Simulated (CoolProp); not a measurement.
Vapour-liquid equilibrium of n-hexane (1) + o-xylene (2) at 285.3 K; x and y are mole fractions of (1).

The numbers come from the multi-fluid Helmholtz-energy mixture model, Thol 2019 and Zhou 2012; pair parameters Bell 2016 in CoolProp.

```
x     bubble pressure, mixture model (kPa)  bubble pressure, Raoult's law (kPa)  y, mixture model  y, Raoult's law
----  ------------------------------------  -----------------------------------  ----------------  ---------------
0.05                                 1.113                               0.9437             0.655            0.593
0.15                                     …                                2.023             0.858            0.830
0.25                                 3.654                                3.103             0.915            0.902
0.35                                 4.774                                4.182             0.943            0.937
0.45                                 5.818                                5.262             0.959            0.958
0.55                                 6.807                                6.342             0.970            0.971
0.65                                     …                                7.421             0.979            0.981
0.75                                 8.709                                8.501                 …            0.988
0.85                                     …                                9.580             0.992            0.994
0.95                                 10.67                                10.66                 …            0.998
```

Problem. Some entries are withheld; supply them.

Solution. 
- 0.15, bubble pressure, mixture model (kPa): 2.440
- 0.65, bubble pressure, mixture model (kPa): 7.763
- 0.75, y, mixture model: 0.986
- 0.85, bubble pressure, mixture model (kPa): 9.671
- 0.95, y, mixture model: 0.997

The largest gap from Raoult's law is +20.6 % in bubble pressure, at x = 0.15. No azeotrope shows between x = 0.05 and 0.95.

Pair parameters are fitted to limited data, so mixtures are less certain than the pure fluids.
